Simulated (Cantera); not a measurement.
**Iron carbonyl, mercury and lead vapours: Pb + H₂**

A closed system holds: 1 mol Pb, 15 mol H₂, at 875 °C.

These are equilibrium values from Cantera (NASA tables, ideal gas, pure condensed phases), not measurements of a reactor. Candidate condensed phases: Pb; 4 gas species. Equilibrium is a limit: real reactors are often held back by kinetics, nucleation or transport.

From 10.0 Pa to 180 Pa nothing is condensed. From 750 Pa to 1000000 Pa the condensed part is Pb(l). The main Pb-bearing gas is Pb throughout.

| P (Pa) | x H₂ | x Pb | x H | x Pb₂ | n Pb(l) |
|---|---|---|---|---|---|
| 10 | 0.937 | 0.0625 | 6.94e-6 | 2.98e-8 | 0 |
| 42 | 0.937 | 0.0625 | 3.38e-6 | 1.25e-7 | 0 |
| 180 | 0.937 | 0.0625 | 1.63e-6 | 5.36e-7 | 0 |
| 750 | 0.963 | 0.0374 | 8.12e-7 | 7.99e-7 | 0.418 |
| 3200 | 0.991 | 0.00876 | 3.99e-7 | 1.87e-7 | 0.867 |
| 13000 | 0.998 | 0.00216 | 1.98e-7 | 4.61e-8 | 0.968 |
| 56000 | 0.999 | 0.000500 | 9.57e-8 | 1.07e-8 | 0.992 |
| 240000 | 1.000 | 0.000117 | 4.62e-8 | 2.50e-9 | 0.998 |
| 1000000 | 1.000 | 2.80e-5 | 2.27e-8 | 5.99e-10 | 1.000 |
x: gas mole fraction; n: condensed amount in mol.
